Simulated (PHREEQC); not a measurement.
0.018 g of hydrous ferric oxide (600 m²/g; 0.2 weak and 0.005 strong sites per Fe, Dzombak-Morel constants, diffuse double layer) in 1 kg of water with 0.3 mol/kgw of an inert sodium salt and 0.0019 mmol/kgw CuSO4 and 0.011 mmol/kgw CuCl2, at 25 °C; the pH is set by adding NaOH or the inert anion's acid. O2 is buffered at 0.21 atm. No CO2 enters from the air. Nothing may precipitate in this run.

The series has 13 steps of pH, from 3 to 9.

The numbers come from PHREEQC with the ion-association model, wateq4f.dat.

### Question
Near which pH is half of the Cu sorbed, and on which side is more sorbed?

### Answer
Near pH 6.0, with more sorbed at higher pH.

### Question
At which pH does the surface charge pass through zero?

### Answer
Near pH 8.8.

The database's constant for dissolved Cu(OH)2 is higher than later reviews accept. The oxide is taken as insoluble; below pH 4 it would dissolve.
